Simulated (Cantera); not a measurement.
A perfectly stirred reactor is fed with H₂ : O₂ : N₂ : CO₂ = 1 : 0.758 : 2.85 : 0.0065 (molar parts), at 0.330 bar; it is adiabatic with a 750 K inlet, and is followed from long to short residence time, starting on the burning branch (τ in s: 0.13, 0.071, 0.039, 0.021, 0.012, 0.0064, 0.0035, 0.0019, 0.0011, 0.00058, 0.00032, 0.00017, 9.5e-05).

Computed with Cantera and GRI-Mech 3.0 (53 species, 325 reactions).

One state of this run: T (K) = 1875; x H₂ = 0.0188; x O₂ = 0.0642; x OH = 0.0165; x N₂O = 5.58e-8; x H = 0.0196; x NO = 4.94e-5; x H₂O₂ = 3.09e-7. x: mole fraction; the columns are a selection and need not sum to one.

**Question.** Which value of τ (s) does it belong to?
A) 0.0019
B) 0.012
C) 0.0011
D) 0.039

**Answer.** C, 0.0011
